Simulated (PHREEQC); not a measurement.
A made-up water analysis in mmol/kgw, 20 °C, pH 7.94, pe -1.1: Na 393; K 0.229; Ca 3.52; Mg 71; Cl 472; S(6) 27.4; Alkalinity (meq/kgw) 0.0971; Fe(2) 4.58; B 0.092.

Cl is adjusted to close the charge balance.
Valence states are taken as typed.

Equilibrium calculation in PHREEQC: ion-association model, phreeqc.dat.

This is a speciation only: nothing precipitates in the calculation.

Task: Predict the ionic strength, density.

Result: ionic strength 0.611 mol/kgw; density 1.022 g/cm³.

Task: In which forms is K present?

Result: K+ 99 %, KSO4- 1.5 % of the K.

The solution is supersaturated, for example in Siderite, so a real one may precipitate; this is no full list.
